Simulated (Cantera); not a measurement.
Feed: 1 mol BN, 0.37 mol N2, held at 17.0 mbar.

Method: chemical equilibrium by Gibbs-energy minimisation in Cantera with the NASA 1993 tables (ideal gas, pure condensed phases). Candidate condensed phases: B, BN; 5 gas species. Rates play no part. All values below are at 2477 °C.

Base state: N2 0.954, B 0.0448, BN 0.00149, B2 2.06e-5, N 1.80e-5 (mole fractions); condensed: B(l).

Question: What changes in the equilibrium state with this change: BN replaced by ZrN?

Answer: 
| species | before | after |
|---|---|---|
| N2 | 0.954 | 1.000 |
| Zr | 0 | 0.000122 |
| N | 1.80e-5 | 1.84e-5 |
| B | 0.0448 | 0 |
| BN | 0.00149 | 0 |
| B2 | 2.06e-5 | 0 |
| B(l), mol | 0.958 | 0 |
| ZrN(s), mol | 0 | 1.000 |
ZrN: taken at fixed stoichiometry. Further candidate phases: Zr, ZrN.
